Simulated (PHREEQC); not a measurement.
A PHREEQC speciation (ion-association model, wateq4f.dat) at 56 °C gives pH 3.40 and these molalities:

```
species      mol/kgw
----------  --------
Cu+2          0.0135
SO4-2         0.0130
CuSO4        0.00841
F-          0.000904
HF          0.000761
HSO4-       0.000567
H+          0.000469
CuF+        0.000128
HF2-         3.05e-6
H2F2         4.69e-7
Cu2(OH)2+2   4.00e-7
CuOH+        1.93e-7
```

Question: What are the element totals, and what could have been dissolved in 1 kg of water to give them?

Answer: One answer among several that fit: totals Cu(2) 0.0220, F 0.00180, S(6) 0.0220 mol/kgw, from 0.0018 mol HF and 0.022 mol CuSO4 per kg of water.

Precipitation was switched off in this run. At this temperature some constants are extrapolated from 25 °C, and those without enthalpy data are left unchanged.
